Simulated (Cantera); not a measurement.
What does this Cantera script print?

```python
import numpy as np
import cantera as ct

gas_names = """
    C CH CH2 CH3 CH2OH CH3O CH4 CH3OH CN CO CO2 COOH C2 C2H CHCO,ketyl C2H2,acetylene C2H2,vinylidene
    CH2CO,ketene C2H3,vinyl CH3CN CH3CO,acetyl C2H4 C2H4O,ethylen CH3CHO,ethanal CH3COOH (HCOOH)2 C2H5
    C2H6 CH3OCH3 C2H5OH CCN CNC C2N2 C2O C3 C3H3,propargyl C3H4,allene C3H4,propyne C3H4,cyclo-
    C3H5,allyl C3H6,propylene C3H6,cyclo- C3H6O C3H7,n-propyl C3H7,i-propyl C3H8 C3H8O,1propanol
    C3H8O,2propanol C3O2 C4 C4H2 C4H4,1,3-cyclo- C4H6,butadiene C4H6,2-butyne C4H6,cyclo- C4H8,1-butene
    C4H8,cis2-buten C4H8,tr2-butene C4H8,isobutene C4H8,cyclo- (CH3COOH)2 C4H9,n-butyl C4H9,i-butyl
    C4H9,s-butyl C4H9,t-butyl C4H10,isobutane C4H10,n-butane C4N2 C5 C5H6,1,3cyclo- C5H8,cyclo-
    C5H10,1-pentene C5H10,cyclo- C5H11,pentyl C5H11,t-pentyl C5H12,n-pentane C5H12,i-pentane
    CH3C(CH3)2CH3 C6H2 C6H5,phenyl C6H5O,phenoxy C6H6 C6H5OH,phenol C6H10,cyclo- C6H12,1-hexene
    C6H12,cyclo- C6H13,n-hexyl C7H7,benzyl C7H8 C7H8O,cresol C7H14,1-heptene C7H15,n-heptyl
    C7H16,n-heptane C8H8,styrene C8H10,ethylbenz C8H16,1-octene C8H17,n-octyl C8H18,isooctane
    C8H18,n-octane C9H19,n-nonyl C10H8,naphthale C10H21,n-decyl C12H9,o-bipheny C12H10,bipheny H HCN HCO
    HCCN HNC HNCO HNO HNO2 HNO3 HO2 H2 HCHO,formaldehy HCOOH H2O H2O2 N NCO NH NH2 NH3 NH2OH NO NO2 NO3
    N2 N2H2 N2H4 N2O O OH O2 O3 Pb PbO Pb2
""".split()
cond_names = """
    C(gr) C6H6(L) C7H8(L) C8H18(L),n-octa H2O(s) H2O(L) Pb(cr) Pb(L) PbO(rd) PbO(yw) PbO(L) PbO2(s)
    Pb3O4(s)
""".split()


def load(file, names, dense=False):
    # The tables refer to 1 bar. Condensed volumes are neglected.
    table = {s.name: s for s in ct.Species.list_from_file(file)}
    out = []
    for n in names:
        d = dict(table[n].input_data)
        d["thermo"] = dict(d["thermo"], **{"reference-pressure": 1e5})
        if dense:
            d["equation-of-state"] = {"model": "constant-volume", "density": "1e6 g/cm^3"}
        out.append(ct.Species.from_dict(d))
    return out


gas = ct.Solution(thermo="ideal-gas", species=load("nasa_gas.yaml", gas_names))
cond = {s.name: ct.Solution(thermo="fixed-stoichiometry", species=[s], name=s.name)
        for s in load("nasa_condensed.yaml", cond_names, dense=True)}
atoms = {
    'PbO': {'Pb': 1, 'O': 1},
    'CO': {'C': 1, 'O': 1},
    'N2': {'N': 2},
    'H2': {'H': 2},
}
top_T = {'C(gr)': 4500, 'Pb3O4(s)': 820}  # K; cautious upper limits of use, not melting points


def equilibrate(T, P, feed):
    n = {}
    for name, mol in feed.items():
        for a, k in atoms[name].items():
            n[a] = n.get(a, 0.0) + k * mol
    gas.TPX = T, P, n
    mass = sum(n.values()) * gas.mean_molecular_weight
    gas.equilibrate("TP")
    valid = [c for c in cond.values() if c.min_temp <= T <= top_T.get(c.name, c.max_temp)]
    mix = ct.Mixture([(gas, mass / gas.mean_molecular_weight)] + [(c, 0.0) for c in valid])
    mix.T, mix.P = T, P
    mix.equilibrate("TP", solver="vcs", rtol=1e-11, max_steps=5000)
    return mix


results = []
feed = {'PbO': 1, 'CO': 6.9, 'N2': 1, 'H2': 3}  # mol
T = 723.15  # K
P = 10000  # Pa
mix = equilibrate(T, P, feed)
results.append((T, P, feed, dict(zip(mix.species_names, mix.species_moles))))
x = sorted(zip(gas.X, gas.species_names), reverse=True)
print(f"T = {T:g} K  P = {P:g} Pa  gas = {mix.phase_moles(0):.4g} mol")
print("   x: " + "  ".join(f"{s} {v:.3e}" for v, s in x if v > 1e-06))
print("   condensed (mol): " + ("  ".join(f"{mix.phase(i).name} {mix.phase_moles(i):.4g}"
      for i in range(1, mix.n_phases) if mix.phase_moles(i) > 1e-12) or "none"))
```

Result:

```
T = 723.15 K  P = 10000 Pa  gas = 7.306 mol
   x: CO2 4.184e-01  H2O 1.926e-01  H2 1.825e-01  N2 1.369e-01  CO 5.184e-02  CH4 1.773e-02  NH3 2.022e-05
   condensed (mol): C(gr) 3.335  Pb(L) 1
```

Equilibrium computed with Cantera from the NASA thermochemical tables; the gas is ideal and each condensed phase is pure.
